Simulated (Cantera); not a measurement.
A perfectly stirred reactor is fed with H2 : O2 = 0.062 : 1 (molar parts), at 1330 Pa; it is held at 948 K, and followed from long to short residence time.

Cantera simulation using the H2/O2 subset of GRI-Mech 3.0, which has no nitrogen chemistry; the numbers are that mechanism's predictions, not measurements. Radical loss at walls, strong at low pressure, is not modelled. Below about 950 K walls govern HO2 and H2O2 in real vessels. The temperature is held fixed by assumption; the heat of reaction is taken as removed at once.

What does this change do: O2 1 to 0.23 parts?


```
quantity                before    after
---------------------  -------  -------
x(H2) at τ = 0.430 s   0.00122  0.00351
x(O2) at τ = 0.430 s     0.938    0.761
x(HO2) at τ = 0.430 s  5.60e-6  1.45e-5
x(H2O) at τ = 0.430 s   0.0584    0.233
x(O) at τ = 0.430 s    0.00160  0.00163
x(H2) at τ = 19.0 ms   0.00689   0.0195
x(O2) at τ = 19.0 ms     0.930    0.751
x(HO2) at τ = 19.0 ms  9.15e-6  1.94e-5
x(H2O) at τ = 19.0 ms   0.0492    0.204
x(O) at τ = 19.0 ms    0.00717  0.00900
```
